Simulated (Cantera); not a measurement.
## AlN + H2 (nitride etching)

Feed: 1 mol AlN, 15 mol H2.

Cantera equilibrium calculation (NASA polynomials, part measured and part estimated; ideal gas, pure solids and liquids). Candidate condensed phases: Al, AlN; 13 gas species. Equilibrium is a limit: real reactors are often held back by kinetics, nucleation or transport.

Stable condensed phases:

```
T in °C \ P in Pa
              1    3.6     13     46    170    600   2200   7700  28000 100000
   1775       A      A      A      A      A      A      A      B      B      B
   1675       A      A      A      A      A      A      B      B      B      B
   1575       A      A      A      A      A      B      B      B      B      B
   1475       A      A      A      B      B      B      B      B      B      B
   1375       A      A      B      B      B      B      B      B      B      B
   1275       B      B      B      B      B      B      B      B      B      B
   1175       B      B      B      B      B      B      B      B      B      B
   1075       B      B      B      B      B      B      B      B      B      B
    975       B      B      B      B      B      B      B      B      B      B
    875       B      B      B      B      B      B      B      B      B      B
    775       B      B      B      B      B      B      B      B      B      B
    675       B      B      B      B      B      B      B      B      B      B
    575       B      B      B      B      B      B      B      B      B      B
```

A: gas only; B: AlN.
